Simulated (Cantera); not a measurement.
**Equilibrium for aluminium nitride and oxide growth: AlCl₃ + O₂ + N₂**

Input: 1 mol AlCl₃, 0.77 mol O₂, 18 mol N₂, at 133 Pa.

Cantera equilibrium calculation (NASA polynomials, part measured and part estimated; ideal gas, pure solids and liquids). Candidate condensed phases: Al, AlCl₃, AlN, Al₂O₃; 24 gas species. Rates play no part.

From 1000 K to 1500 K the condensed part is Al₂O₃(s). The main Al-bearing gas is AlCl₃ throughout.

```json
[
 {"T (K)": "1000", "x N₂": "0.921", "x Cl": "0.00292", "x Cl₂": "0.0753", "x O₂": "0.00102", "x AlCl₃": "4.02e-7", "x NO": "2.36e-6", "x ClO": "2.12e-7", "n Al₂O₃(s)": "0.500"},
 {"T (K)": "1050", "x N₂": "0.919", "x Cl": "0.00589", "x Cl₂": "0.0737", "x O₂": "0.00102", "x AlCl₃": "1.61e-6", "x NO": "3.98e-6", "x ClO": "3.75e-7", "n Al₂O₃(s)": "0.500"},
 {"T (K)": "1100", "x N₂": "0.917", "x Cl": "0.0110", "x Cl₂": "0.0709", "x O₂": "0.00102", "x AlCl₃": "5.54e-6", "x NO": "6.39e-6", "x ClO": "6.25e-7", "n Al₂O₃(s)": "0.500"},
 {"T (K)": "1150", "x N₂": "0.913", "x Cl": "0.0194", "x Cl₂": "0.0664", "x O₂": "0.00102", "x AlCl₃": "1.62e-5", "x NO": "9.86e-6", "x ClO": "9.83e-7", "n Al₂O₃(s)": "0.500"},
 {"T (K)": "1200", "x N₂": "0.908", "x Cl": "0.0316", "x Cl₂": "0.0597", "x O₂": "0.00103", "x AlCl₃": "4.03e-5", "x NO": "1.47e-5", "x ClO": "1.46e-6", "n Al₂O₃(s)": "0.500"},
 {"T (K)": "1250", "x N₂": "0.900", "x Cl": "0.0482", "x Cl₂": "0.0508", "x O₂": "0.00105", "x AlCl₃": "8.35e-5", "x NO": "2.13e-5", "x ClO": "2.04e-6", "n Al₂O₃(s)": "0.499"},
 {"T (K)": "1300", "x N₂": "0.891", "x Cl": "0.0680", "x Cl₂": "0.0400", "x O₂": "0.00108", "x AlCl₃": "0.000142", "x NO": "3.02e-5", "x ClO": "2.68e-6", "n Al₂O₃(s)": "0.499"},
 {"T (K)": "1350", "x N₂": "0.881", "x Cl": "0.0886", "x Cl₂": "0.0288", "x O₂": "0.00110", "x AlCl₃": "0.000197", "x NO": "4.15e-5", "x ClO": "3.27e-6", "n Al₂O₃(s)": "0.498"},
 {"T (K)": "1400", "x N₂": "0.873", "x Cl": "0.107", "x Cl₂": "0.0189", "x O₂": "0.00111", "x AlCl₃": "0.000227", "x NO": "5.54e-5", "x ClO": "3.67e-6", "n Al₂O₃(s)": "0.498"},
 {"T (K)": "1450", "x N₂": "0.866", "x Cl": "0.121", "x Cl₂": "0.0114", "x O₂": "0.00109", "x AlCl₃": "0.000223", "x NO": "7.18e-5", "x ClO": "3.83e-6", "n Al₂O₃(s)": "0.498"},
 {"T (K)": "1500", "x N₂": "0.862", "x Cl": "0.130", "x Cl₂": "0.00659", "x O₂": "0.00106", "x AlCl₃": "0.000196", "x NO": "9.08e-5", "x ClO": "3.79e-6", "n Al₂O₃(s)": "0.498"}
]
```
x: gas mole fraction; n: condensed amount in mol.
